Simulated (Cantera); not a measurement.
**Hydrocarbon pyrolysis for carbon deposition**

An isothermal, constant-pressure homogeneous reactor starts with CH4 : N2 = 1 : 76 (molar parts), at 1850 K and 0.0220 bar.

Detailed kinetics in Cantera: GRI-Mech 3.0 (53 species, 325 reactions). GRI-Mech 3.0 stops at C3 and has no aromatics, soot or wall deposition, so with more carbon than oxygen in the feed, carbon stays in small species such as C2H2 where larger ones or solid carbon would form. Radical loss at walls, strong at low pressure, is not modelled.

| t (s) | x CH4 | x C2H6 | x C2H2 | x CH2 | x C2H | x HCN |
|---|---|---|---|---|---|---|
| 3.00e-6 | 0.0130 | <1e-12 | <1e-12 | <1e-12 | <1e-12 | <1e-12 |
| 1.60e-5 | 0.0130 | <1e-12 | <1e-12 | <1e-12 | <1e-12 | <1e-12 |
| 8.57e-5 | 0.0130 | 1.61e-12 | <1e-12 | 5.33e-11 | <1e-12 | <1e-12 |
| 0.000458 | 0.0130 | 3.19e-10 | 5.63e-11 | 3.21e-9 | <1e-12 | 1.70e-12 |
| 0.00245 | 0.0129 | 2.10e-8 | 6.67e-8 | 6.83e-8 | 2.75e-12 | 1.21e-10 |
| 0.0131 | 0.0120 | 5.97e-7 | 5.10e-5 | 1.06e-6 | 7.04e-9 | 2.34e-8 |
| 0.0700 | 0.00402 | 4.88e-7 | 0.00396 | 2.68e-6 | 3.20e-7 | 5.42e-6 |
| 0.374 | 0.000291 | 7.35e-9 | 0.00621 | 7.69e-7 | 7.42e-7 | 3.88e-5 |
| 2.00 | 8.20e-6 | 1.35e-11 | 0.00636 | 5.67e-8 | 1.18e-6 | 9.16e-5 |
x: mole fraction; the columns are a selection and need not sum to one.

Equilibrium at this temperature and pressure: CH4 4.47e-8, C2H6 <1e-12, C2H2 0.000374, CH2 7.40e-10, C2H 1.07e-7, HCN 0.0121 (gas phase only).
